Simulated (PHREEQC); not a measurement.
A column of 0.2 m (30 cells, dispersivity 0.016 m, 720 s a shift, diffusion coefficient 3e-10 m²/s) holds 0.03 eq of the database's cation exchanger X per kg of pore water, first in equilibrium with 2.5 mmol/kgw CdCl2, 2.7 mmol/kgw Na2SO4 and 0.01 mmol/kgw HCl. It is flushed with 0.035 mol Na2SO4, 0.00038 mol CaCl2 and 1e-05 mol HCl per kg of water, at 40 °C. Values are for the last cell. CO2 from the air is kept out. Precipitation was switched off in this run.

Model: ion-association model, phreeqc.dat, run in PHREEQC.

| pore volumes | Ca in solution (mol/kgw) | S in solution (mol/kgw) | Na in solution (mol/kgw) |
|---|---|---|---|
| 0 | 0 | 0.00270 | 0.00540 |
| 0.3167 | 0 | 0.00275 | 0.00543 |
| 0.5167 | 0 | 0.00466 | ? |
| 0.8167 | 2.87e-9 | 0.0146 | 0.0196 |
| 1.117 | ? | 0.0248 | ? |
| 1.417 | 1.26e-6 | 0.0306 | 0.0505 |
| 1.617 | ? | 0.0326 | 0.0560 |
| 1.917 | 4.73e-6 | 0.0341 | 0.0610 |
| 2.217 | 7.28e-6 | 0.0347 | 0.0638 |
| 2.517 | 1.00e-5 | 0.0349 | 0.0655 |
| 2.717 | 1.20e-5 | 0.0349 | 0.0662 |
| 3.017 | 1.51e-5 | 0.0350 | 0.0670 |

Complete the blanks.


- 0.5167, Na in solution (mol/kgw): 0.00699
- 1.117, Ca in solution (mol/kgw): 2.09e-7
- 1.117, Na in solution (mol/kgw): 0.0374
- 1.617, Ca in solution (mol/kgw): 2.46e-6

At this temperature some constants are extrapolated from 25 °C, and those without enthalpy data are left unchanged.
